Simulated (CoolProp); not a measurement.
Model: reference Helmholtz-energy equation of state, McLinden 2015, in CoolProp.

For the fluoroketone C6F12O (FK-5-1-12), give the phase and the Z, isothermal compressibility (1/MPa), expansivity (1/kK), fugacity coefficient at 403.1 K and 1.61 MPa; 500 K and 1.61 MPa.


- 403.1 K and 1.61 MPa: liquid; Z 0.125, isothermal compressibility 0.0247, expansivity 4.59, fugacity coefficient 0.447
- 500 K and 1.61 MPa: gas; Z 0.797, isothermal compressibility 0.795, expansivity 4.56, fugacity coefficient 0.823
